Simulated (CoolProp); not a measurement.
The numbers come from the reference Helmholtz-energy equation of state, Lemmon 2022 in CoolProp.

### Question
For R1234yf, give the phase and the density (kg/m³), Joule-Thomson coefficient (K/MPa), expansivity (1/kK), conductivity (mW/(m K)) at -47.15 °C and 16800 kPa.

### Answer
- -47.15 °C and 16800 kPa: liquid; density 1350, Joule-Thomson coefficient -0.396, expansivity 1.70, conductivity 94.8

Thermal conductivity comes from a separate model (Perkins 2011).
